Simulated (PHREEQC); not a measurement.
Consider water at 10 °C with 0.034 mol KHCO3 and 3.3e-05 mol Na2B4O7 per kg of water. Closed to the air; pH follows from the charge balance.

Equilibrium calculation in PHREEQC: Pitzer model, pitzer.dat.

Each row changes one thing in this solution. This is a speciation only: nothing precipitates in the calculation.

| case | pH | ionic strength (mol/kgw) | CO3-2 (mol/kgw) | CO2 (mol/kgw) | B(OH)3 (mol/kgw) | B(OH)4- (mol/kgw) |
|---|---|---|---|---|---|---|
| as made | 8.35 | 0.0345 | 0.000402 | 0.000354 | 0.000115 | 1.74e-5 |
| temperature from 10 to 85 °C | 8.07 | 0.0346 | 0.000524 | 0.000513 | 0.000122 | 1.00e-5 |
| KHCO3 from 0.034 to 0.0374 mol/kgw | [?] | 0.0379 | 0.000443 | 0.000395 | 0.000115 | 1.72e-5 |
| Na2B4O7 from 3.3e-05 to 4.95e-05 mol/kgw | [?] | 0.0345 | 0.000415 | 0.000344 | 0.000171 | 2.68e-5 |
| Na2B4O7 from 3.3e-05 to 1.65e-05 mol/kgw | [?] | 0.0344 | 0.000390 | 0.000366 | 5.75e-5 | 8.48e-6 |
| KHCO3 from 0.034 to 0.068 mol/kgw | 8.29 | 0.0689 | 0.000820 | 0.000771 | 0.000116 | 1.60e-5 |

Problem. Complete the blanks.

Solution. 
- KHCO3 from 0.034 to 0.0374 mol/kgw, pH: 8.34
- Na2B4O7 from 3.3e-05 to 4.95e-05 mol/kgw, pH: 8.36
- Na2B4O7 from 3.3e-05 to 1.65e-05 mol/kgw, pH: 8.33

Constants without temperature data keep their 25 °C values here.
